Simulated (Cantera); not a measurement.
Cantera with NASA thermochemical tables; ideal gases at 1 bar, condensed phases pure. Values are per mole of reaction as written; species without (g) are pure solids or liquids, kept so even where they would boil at 1 bar. ZrN: taken at fixed stoichiometry.

Question: Between 300 and 1125 K, where is each reaction favourable under standard conditions?
- 5 H2O(g) + 2 ZrN → 2 ZrO2 + N2O(g) + 10 H(g)

Answer: 
- 5 H2O(g) + 2 ZrN → 2 ZrO2 + N2O(g) + 10 H(g): ΔG° is 1872 kJ at 300 K and 1428 kJ at 1125 K; it stays positive (K < 1). ΔH° is 2099 kJ and ΔS° 596 J/K at 1125 K.
